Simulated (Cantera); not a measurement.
A perfectly stirred reactor is fed with 6.39 % CH₄, 2.23 % H₂, 19.9 % O₂, 71.5 % N₂, equivalence ratio 0.70, at 4.93 atm; it is adiabatic with a 675 K inlet, and is followed from long to short residence time, starting on the burning branch (τ in s: 0.16, 0.062, 0.024, 0.0091, 0.0035, 0.0014, 0.00052, 0.0002, 7.8e-05, 3e-05).

Computed with Cantera and GRI-Mech 3.0 (53 species, 325 reactions).

x: mole fraction; the columns are a selection and need not sum to one.

| τ (s) | T (K) | x CH₄ | x H₂ | x O₂ | x CO | x OH | x C₂H₂ | x N₂O |
|---|---|---|---|---|---|---|---|---|
| 0.16 | 2172 | 5.23e-7 | 0.000272 | 0.0585 | 0.000608 | 0.00267 | 4.82e-12 | 7.22e-7 |
| 0.062 | 2174 | 1.31e-6 | 0.000283 | 0.0592 | 0.000645 | 0.00273 | 2.94e-11 | 7.34e-7 |
| 0.024 | 2174 | 3.25e-6 | 0.000306 | 0.0596 | 0.000725 | 0.00282 | 1.72e-10 | 7.60e-7 |
| 0.0091 | 2172 | 7.91e-6 | 0.000360 | 0.0599 | 0.000915 | 0.00299 | 9.17e-10 | 8.25e-7 |
| 0.0035 | 2167 | 1.78e-5 | 0.000481 | 0.0601 | 0.00134 | 0.00335 | 3.74e-9 | 9.62e-7 |
| 0.0014 | 2155 | [?] | [?] | 0.0604 | [?] | [?] | [?] | [?] |
| 0.00052 | 2132 | 7.21e-5 | 0.00121 | 0.0612 | 0.00379 | 0.00486 | 2.58e-8 | 1.35e-6 |
| 0.00020 | 2095 | 0.000142 | 0.00201 | 0.0625 | 0.00654 | 0.00589 | 5.35e-8 | 1.36e-6 |
| 7.8e-5 | 2037 | 0.000291 | 0.00322 | 0.0650 | 0.0110 | 0.00674 | 1.15e-7 | 1.19e-6 |
| 3.0e-5 | 1948 | [?] | [?] | 0.0702 | [?] | 0.00680 | [?] | [?] |

### Question
What belongs in the gaps?

### Answer

- 0.0014, x CH₄: 3.58e-5
- 0.0014, x H₂: 0.000722
- 0.0014, x CO: 0.00215
- 0.0014, x OH: 0.00394
- 0.0014, x C₂H₂: 1.07e-8
- 0.0014, x N₂O: 1.16e-6
- 3.0e-5, x CH₄: 0.000708
- 3.0e-5, x H₂: 0.00499
- 3.0e-5, x CO: 0.0184
- 3.0e-5, x C₂H₂: 3.32e-7
- 3.0e-5, x N₂O: 9.40e-7
